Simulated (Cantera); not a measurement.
What does this Cantera script print?

```python
import numpy as np
import cantera as ct

gas = ct.Solution("gri30.yaml")
gas.TPX = 1475, 60000, {'CH4': 1, 'CO': 0.23, 'O2': 1.41, 'N2': 12}
reactor = ct.IdealGasReactor(gas, energy="on", clone=False)
net = ct.ReactorNet([reactor])
net.rtol, net.atol = 1e-08, 1e-16
show = ['CH4', 'CO', 'O2', 'H2O', 'CH2CO']
times = np.geomspace(2e-06, 0.3, 12)

steps = ct.SolutionArray(gas, extra=["t"])
rows = []
print(f"{'t/s':>10s}{'T/K':>9s}{'P/Pa':>11s}" + "".join(f"{s:>11s}" for s in show))
for t in times:
    while net.time < t:
        t_next = net.step()
        steps.append(gas.state, t=t_next)
    rows.append([np.interp(t, steps.t, y) for y in (steps.T, steps.P, *steps(*show).X.T)])
    print(f"{t:10.3e}{rows[-1][0]:9.1f}{rows[-1][1]:11.4g}" + "".join(f"{x:11.3e}" for x in rows[-1][2:]))
rate = np.gradient(steps.T, steps.t)
print("integrator steps:", len(steps.t))
if steps.T.max() > steps.T[0] + 200:
    print(f"time of steepest temperature rise: {steps.t[rate.argmax()]:.4e} s")
gas.TPX = 1475, 60000, {'CH4': 1, 'CO': 0.23, 'O2': 1.41, 'N2': 12}
gas.equilibrate("UV")
print(f"equilibrium (UV): T = {gas.T:.1f} K  " + "  ".join(f"{s} {gas[s].X[0]:.3e}" for s in show))
```

Output:

```
       t/s      T/K       P/Pa        CH4         CO         O2        H2O      CH2CO
 2.000e-06   1475.0      6e+04  6.831e-02  1.571e-02  9.631e-02  2.942e-09  9.775e-15
 5.910e-06   1475.0      6e+04  6.831e-02  1.571e-02  9.631e-02  2.285e-08  1.020e-13
 1.746e-05   1475.0      6e+04  6.831e-02  1.571e-02  9.631e-02  1.028e-07  1.018e-12
 5.160e-05   1475.0      6e+04  6.830e-02  1.571e-02  9.631e-02  4.617e-07  9.811e-12
 1.525e-04   1475.0      6e+04  6.830e-02  1.571e-02  9.631e-02  2.626e-06  1.000e-10
 4.506e-04   1475.0      6e+04  6.827e-02  1.571e-02  9.629e-02  1.882e-05  1.180e-09
 1.332e-03   1475.8  6.004e+04  6.799e-02  1.571e-02  9.615e-02  1.788e-04  3.295e-08
 3.935e-03   1499.0  6.104e+04  6.357e-02  1.662e-02  9.338e-02  3.313e-03  1.206e-05
 1.163e-02   2507.5  1.066e+05  9.513e-14  5.680e-02  2.400e-04  9.160e-02  3.735e-16
 3.436e-02   2505.3  1.065e+05  9.748e-14  5.688e-02  2.332e-04  9.146e-02  3.799e-16
 1.015e-01   2505.2  1.065e+05  9.759e-14  5.688e-02  2.329e-04  9.145e-02  3.802e-16
 3.000e-01   2505.2  1.065e+05  9.759e-14  5.688e-02  2.329e-04  9.145e-02  3.802e-16
integrator steps: 1984
time of steepest temperature rise: 5.1812e-03 s
equilibrium (UV): T = 2505.2 K  CH4 1.123e-13  CO 5.688e-02  O2 2.329e-04  H2O 9.145e-02  CH2CO 4.111e-16
```

Cantera simulation using GRI-Mech 3.0 (53 species, 325 reactions); the numbers are that mechanism's predictions, not measurements.
